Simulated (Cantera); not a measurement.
Adiabatic ignition

An adiabatic, constant-pressure homogeneous reactor starts with CH4 : H2 : O2 : N2 : CO2 = 1 : 0.047 : 2.25 : 6.52 : 1.5 (molar parts), at 975 K and 1.01 bar.

Computed with Cantera and GRI-Mech 3.0 (53 species, 325 reactions). Below about 1000 K GRI-Mech 3.0 lacks low-temperature oxidation paths.

```json
[
 {"t (s)": "1.00e-6", "T (K)": "975", "x CH4": "0.0884", "x H2": "0.00415", "x O2": "0.199", "x H": "<1e-12", "x CO2": "0.133", "x HCN": "<1e-12"},
 {"t (s)": "4.27e-6", "T (K)": "975", "x CH4": "0.0884", "x H2": "0.00415", "x O2": "0.199", "x H": "<1e-12", "x CO2": "0.133", "x HCN": "<1e-12"},
 {"t (s)": "1.82e-5", "T (K)": "975", "x CH4": "0.0884", "x H2": "0.00415", "x O2": "0.199", "x H": "<1e-12", "x CO2": "0.133", "x HCN": "<1e-12"},
 {"t (s)": "7.77e-5", "T (K)": "975", "x CH4": "0.0884", "x H2": "0.00415", "x O2": "0.199", "x H": "1.06e-12", "x CO2": "0.133", "x HCN": "<1e-12"},
 {"t (s)": "0.000331", "T (K)": "975", "x CH4": "0.0884", "x H2": "0.00415", "x O2": "0.199", "x H": "2.43e-12", "x CO2": "0.133", "x HCN": "<1e-12"},
 {"t (s)": "0.00141", "T (K)": "975", "x CH4": "0.0884", "x H2": "0.00415", "x O2": "0.199", "x H": "8.70e-12", "x CO2": "0.133", "x HCN": "<1e-12"},
 {"t (s)": "0.00603", "T (K)": "975", "x CH4": "0.0884", "x H2": "0.00415", "x O2": "0.199", "x H": "4.67e-11", "x CO2": "0.133", "x HCN": "<1e-12"},
 {"t (s)": "0.0257", "T (K)": "975", "x CH4": "0.0884", "x H2": "0.00415", "x O2": "0.199", "x H": "1.36e-9", "x CO2": "0.133", "x HCN": "<1e-12"},
 {"t (s)": "0.110", "T (K)": "976", "x CH4": "0.0882", "x H2": "0.00412", "x O2": "0.199", "x H": "4.25e-9", "x CO2": "0.133", "x HCN": "<1e-12"},
 {"t (s)": "0.469", "T (K)": "2407", "x CH4": "<1e-12", "x H2": "0.00372", "x O2": "0.0289", "x H": "0.00101", "x CO2": "0.192", "x HCN": "4.77e-11"},
 {"t (s)": "2.00", "T (K)": "2406", "x CH4": "<1e-12", "x H2": "0.00372", "x O2": "0.0284", "x H": "0.000999", "x CO2": "0.192", "x HCN": "5.35e-11"}
]
```
x: mole fraction; the columns are a selection and need not sum to one.

```
Quantity                                                            Result
---------------------------------  ---------------------------------------
time of steepest temperature rise                                  0.414 s
temperature at 2.00 s                                               2406 K
equilibrium temperature                                             2406 K
x(CH4) at 2.00 s                     <1e-12 (gas-phase equilibrium <1e-12)
x(H2) at 2.00 s                    0.00372 (gas-phase equilibrium 0.00372)
x(O2) at 2.00 s                      0.0284 (gas-phase equilibrium 0.0284)
```
